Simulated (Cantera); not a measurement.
What does this Cantera script print?

```python
import numpy as np
import cantera as ct

gas_names = [...]  # 113 gases of nasa_gas.yaml made of C, H, O, Ta
cond_names = """
    C(gr) C6H6(L) C7H8(L) C8H18(L),n-octa H2O(s) H2O(L) Ta(cr) Ta(L) TaC(s) TaC(L) Ta2O5(s) Ta2O5(L)
""".split()


# ... load() reads the species with a 1 bar reference pressure and builds the phases ...
atoms = {
    'Ta2O5': {'Ta': 2, 'O': 5},
    'C': {'C': 1},
    'H2': {'H': 2},
}
top_T = {'C(gr)': 4500}  # K; cautious upper limits of use, not melting points


# ... equilibrate(T, P, feed) seeds the gas with the atoms and calls Mixture.equilibrate('TP', solver="vcs", rtol=1e-11, max_steps=5000) ...
results = []
T = 2073  # K
P = 1400  # Pa
for m in [0.81, 1.4, 2, 2.5, 3.1, 3.7, 4.2, 4.8, 5.4, 6, 6.5, 7.1, 7.7]:
    feed = {'Ta2O5': 1, 'C': m, 'H2': 8.9}  # mol
    mix = equilibrate(T, P, feed)
    results.append((T, P, feed, dict(zip(mix.species_names, mix.species_moles))))
    x = sorted(zip(gas.X, gas.species_names), reverse=True)
    print(f"T = {T:g} K  P = {P:g} Pa  n(C) = {m:g} mol  gas = {mix.phase_moles(0):.4g} mol")
    print("   x: " + "  ".join(f"{s} {v:.3e}" for v, s in x if v > 1e-05))
    print("   condensed (mol): " + ("  ".join(f"{mix.phase(i).name} {mix.phase_moles(i):.4g}"
          for i in range(1, mix.n_phases) if mix.phase_moles(i) > 1e-12) or "none"))
```

Output:

```
T = 2073 K  P = 1400 Pa  n(C) = 0.81 mol  gas = 9.816 mol
   x: H2 8.940e-01  CO 8.248e-02  H 2.102e-02  H2O 2.202e-03  TaO2 2.500e-04  TaO 4.807e-05  CO2 4.192e-05
   condensed (mol): Ta(cr) 0.3321  Ta2O5(L) 0.8325
T = 2073 K  P = 1400 Pa  n(C) = 1.4 mol  gas = 10.41 mol
   x: H2 8.427e-01  CO 1.344e-01  H 2.040e-02  H2O 2.076e-03  TaO2 2.500e-04  CO2 6.833e-05  TaO 4.807e-05
   condensed (mol): Ta(cr) 0.5681  Ta2O5(L) 0.7144
T = 2073 K  P = 1400 Pa  n(C) = 2 mol  gas = 11.01 mol
   x: H2 7.963e-01  CO 1.815e-01  H 1.983e-02  H2O 1.962e-03  TaO2 2.500e-04  CO2 9.226e-05  TaO 4.807e-05
   condensed (mol): Ta(cr) 0.8082  Ta2O5(L) 0.5943
T = 2073 K  P = 1400 Pa  n(C) = 2.5 mol  gas = 11.52 mol
   x: H2 7.613e-01  CO 2.170e-01  H 1.939e-02  H2O 1.875e-03  TaO2 2.500e-04  CO2 1.103e-04  TaO 4.807e-05
   condensed (mol): Ta(cr) 1.008  Ta2O5(L) 0.4942
T = 2073 K  P = 1400 Pa  n(C) = 3.1 mol  gas = 12.12 mol
   x: H2 7.232e-01  CO 2.557e-01  H 1.890e-02  H2O 1.781e-03  TaO2 2.500e-04  CO2 1.300e-04  TaO 4.807e-05
   condensed (mol): Ta(cr) 1.248  Ta2O5(L) 0.374
T = 2073 K  P = 1400 Pa  n(C) = 3.7 mol  gas = 12.72 mol
   x: H2 6.887e-01  CO 2.907e-01  H 1.845e-02  H2O 1.697e-03  TaO2 2.500e-04  CO2 1.478e-04  TaO 4.807e-05
   condensed (mol): Ta(cr) 1.488  Ta2O5(L) 0.2539
T = 2073 K  P = 1400 Pa  n(C) = 4.2 mol  gas = 13.22 mol
   x: H2 6.624e-01  CO 3.175e-01  H 1.809e-02  H2O 1.632e-03  TaO2 2.500e-04  CO2 1.614e-04  TaO 4.807e-05
   condensed (mol): Ta(cr) 1.688  Ta2O5(L) 0.1538
T = 2073 K  P = 1400 Pa  n(C) = 4.8 mol  gas = 13.83 mol
   x: H2 6.333e-01  CO 3.470e-01  H 1.769e-02  H2O 1.560e-03  TaO2 2.500e-04  CO2 1.764e-04  TaO 4.807e-05
   condensed (mol): Ta(cr) 1.929  Ta2O5(L) 0.03367
T = 2073 K  P = 1400 Pa  n(C) = 5.4 mol  gas = 14.01 mol
   x: H2 6.257e-01  CO 3.556e-01  H 1.758e-02  H2O 9.427e-04  CO2 1.105e-04  TaO2 9.352e-05  TaO 2.940e-05
   condensed (mol): Ta(cr) 1.58  TaC(s) 0.4178
T = 2073 K  P = 1400 Pa  n(C) = 6 mol  gas = 14.01 mol
   x: H2 6.257e-01  CO 3.556e-01  H 1.758e-02  H2O 9.427e-04  CO2 1.105e-04  TaO2 9.352e-05  TaO 2.940e-05
   condensed (mol): Ta(cr) 0.9805  TaC(s) 1.018
T = 2073 K  P = 1400 Pa  n(C) = 6.5 mol  gas = 14.01 mol
   x: H2 6.257e-01  CO 3.556e-01  H 1.758e-02  H2O 9.427e-04  CO2 1.105e-04  TaO2 9.352e-05  TaO 2.940e-05
   condensed (mol): Ta(cr) 0.4805  TaC(s) 1.518
T = 2073 K  P = 1400 Pa  n(C) = 7.1 mol  gas = 14.02 mol
   x: H2 6.251e-01  CO 3.566e-01  H 1.757e-02  C2H2,acetylene 7.661e-04
   condensed (mol): C(gr) 0.07843  TaC(s) 2
T = 2073 K  P = 1400 Pa  n(C) = 7.7 mol  gas = 14.02 mol
   x: H2 6.251e-01  CO 3.566e-01  H 1.757e-02  C2H2,acetylene 7.661e-04
   condensed (mol): C(gr) 0.6784  TaC(s) 2
```

Method: chemical equilibrium by Gibbs-energy minimisation in Cantera with the NASA 1993 tables (ideal gas, pure condensed phases). Mutual solubility and eutectic melting of coexisting phases are not modelled. TaC: taken at fixed stoichiometry. Condensed phases not in the tables: Ta2C, N, O or C dissolved in the metal.
